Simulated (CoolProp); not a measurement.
A single-stage vapour-compression cycle with nitrous oxide: evaporating at 195.15 K (dew point), condensing at 217.15 K (bubble point), superheat 2 K, subcooling 8 K, compressor efficiency 0.9, no pressure losses. Each further row changes one setting.

Values from CoolProp's reference Helmholtz-energy equation of state, Lemmon 2006. It is a short technical equation, of lower accuracy than the large ones.

| case | cooling COP | pressure ratio | discharge temperature (K) | refrigerating effect (kJ/kg) | volumetric capacity (kJ/m³) |
|---|---|---|---|---|---|
| as stated | [?] | 2.79 | 257.8 | 339 | 1730 |
| evaporating temperature 200.15 K | [?] | [?] | 247.4 | [?] | [?] |
| condensing temperature 212.15 K | 9.74 | [?] | 244.3 | 348 | 1770 |
| subcooling 13 K | 7.53 | 2.79 | 257.8 | 348 | 1770 |
| superheat 12 K | 7.13 | 2.79 | [?] | 348 | 1670 |
| compressor efficiency 0.8 | [?] | 2.79 | 264.2 | 339 | 1730 |

Problem. What belongs in the gaps?

Solution. 
- as stated, cooling COP: 7.34
- evaporating temperature 200.15 K, cooling COP: 10.0
- evaporating temperature 200.15 K, pressure ratio: 2.16
- evaporating temperature 200.15 K, refrigerating effect (kJ/kg): 342
- evaporating temperature 200.15 K, volumetric capacity (kJ/m³): 2210
- condensing temperature 212.15 K, pressure ratio: 2.26
- superheat 12 K, discharge temperature (K): 270.0
- compressor efficiency 0.8, cooling COP: 6.53
